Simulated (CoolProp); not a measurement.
Dimethyl carbonate along the isotherm 600 K: density (kg/m³) from the reference equation and from simpler models built on Tc = 557.0 K, pc = 4.909 MPa, ω = 0.346; each cubic takes its own stable root.

Values from CoolProp's reference Helmholtz-energy equation of state, Zhou 2011.

```json
[
 {"p (MPa)": "0.273", "phase": "gas", "reference": "5.005", "ideal gas": "4.929", "Soave-Redlich-Kwong": "5.002", "Peng-Robinson": "5.012"},
 {"p (MPa)": "0.545", "phase": "gas", "reference": "10.15", "ideal gas": "9.841", "Soave-Redlich-Kwong": "10.14", "Peng-Robinson": "10.18"},
 {"p (MPa)": "0.818", "phase": "gas", "reference": "15.48", "ideal gas": "14.77", "Soave-Redlich-Kwong": "15.46", "Peng-Robinson": "15.55"},
 {"p (MPa)": "1.09", "phase": "gas", "reference": "20.98", "ideal gas": "19.68", "Soave-Redlich-Kwong": "20.93", "Peng-Robinson": "21.10"},
 {"p (MPa)": "1.36", "phase": "gas", "reference": "26.63", "ideal gas": "24.56", "Soave-Redlich-Kwong": "26.55", "Peng-Robinson": "26.82"},
 {"p (MPa)": "1.64", "phase": "gas", "reference": "32.71", "ideal gas": "29.61", "Soave-Redlich-Kwong": "32.59", "Peng-Robinson": "33.00"},
 {"p (MPa)": "1.91", "phase": "gas", "reference": "38.81", "ideal gas": "34.49", "Soave-Redlich-Kwong": "38.63", "Peng-Robinson": "39.20"},
 {"p (MPa)": "2.18", "phase": "gas", "reference": "45.16", "ideal gas": "39.36", "Soave-Redlich-Kwong": "44.91", "Peng-Robinson": "45.68"},
 {"p (MPa)": "2.45", "phase": "gas", "reference": "51.79", "ideal gas": "44.24", "Soave-Redlich-Kwong": "51.44", "Peng-Robinson": "52.44"}
]
```
